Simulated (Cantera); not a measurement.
An isothermal, constant-pressure homogeneous reactor starts with C3H8 : H2 = 1 : 4.8 (molar parts), at 1975 K and 0.0132 atm. Integrator tolerance rtol = 1e-08.

Detailed kinetics in Cantera: GRI-Mech 3.0 (53 species, 325 reactions). GRI-Mech 3.0 was tuned for natural gas; its chemistry of propane as a main component is partial and can be far from experiment. GRI-Mech 3.0 stops at C3 and has no aromatics, soot or wall deposition, so with more carbon than oxygen in the feed, carbon stays in small species such as C2H2 where larger ones or solid carbon would form. Radical loss at walls, strong at low pressure, is not modelled.

Q: What does this change do: pressure from 0.0132 atm to 0.00109 atm?

A: 
```
quantity                                            before                                     after
-----------------  ---------------------------------------  ----------------------------------------
x(C3H8) at 2.00 s    <1e-12 (gas-phase equilibrium <1e-12)     <1e-12 (gas-phase equilibrium <1e-12)
x(H2) at 2.00 s        0.820 (gas-phase equilibrium 0.820)       0.817 (gas-phase equilibrium 0.796)
x(CH2) at 2.00 s   3.54e-7 (gas-phase equilibrium 3.16e-7)   4.99e-6 (gas-phase equilibrium 3.09e-7)
x(C2H) at 2.00 s   3.83e-5 (gas-phase equilibrium 3.83e-5)  4.55e-5 (gas-phase equilibrium 0.000133)
x(C2H4) at 2.00 s  1.43e-5 (gas-phase equilibrium 1.43e-5)   4.45e-6 (gas-phase equilibrium 1.13e-6)
x(H) at 2.00 s       0.0108 (gas-phase equilibrium 0.0108)     0.0128 (gas-phase equilibrium 0.0371)
x(CH3) at 2.00 s   2.11e-5 (gas-phase equilibrium 1.88e-5)  0.000264 (gas-phase equilibrium 5.21e-6)
```
